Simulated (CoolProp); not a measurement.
R114 along the isobar 9.1 bar: Z from the reference equation and from simpler models built on Tc = 420.6 K, pc = 33.52 bar, ω = 0.252; each cubic takes its own stable root.

Model: reference Helmholtz-energy equation of state, Platzer 1990, in CoolProp. This equation is an older, rougher fit; its heat capacities, sound speeds and derivatives of the liquid may be far off and weren't checked against measurements.

```
T (K)   phase  reference
-----  ------  ---------
297.3  liquid    0.04309
307    liquid    0.04260
316.7  liquid    0.04223
326.5  liquid    0.04197
336.2  liquid    0.04184
345.9  liquid    0.04186
355.6     gas     0.8073
365.3     gas     0.8286
375       gas     0.8462
384.7     gas     0.8610
394.4     gas     0.8738
404.1     gas     0.8849
413.8     gas     0.8947
423.6     gas     0.9035
433.3     gas     0.9113
443       gas     0.9182
```

**Question.** How far does each simpler model (van der Waals, Redlich-Kwong, Soave-Redlich-Kwong, Peng-Robinson) lie from the reference over these 16 states: mean and median of the absolute difference, and the worst?

**Answer.** 
- van der Waals: mean 479.3 %, median 4.8 %, worst +1935.8 % at 345.9 K and 9.1 bar
- Redlich-Kwong: mean 118.3 %, median 1.5 %, worst +1838.1 % at 345.9 K and 9.1 bar
- Soave-Redlich-Kwong: mean 2.0 %, median 0.4 %, worst +6.7 % at 345.9 K and 9.1 bar
- Peng-Robinson: mean 3.4 %, median 1.1 %, worst -8.3 % at 297.3 K and 9.1 bar

At some of these states van der Waals, Redlich-Kwong gives the other phase, because its saturation line lies elsewhere.
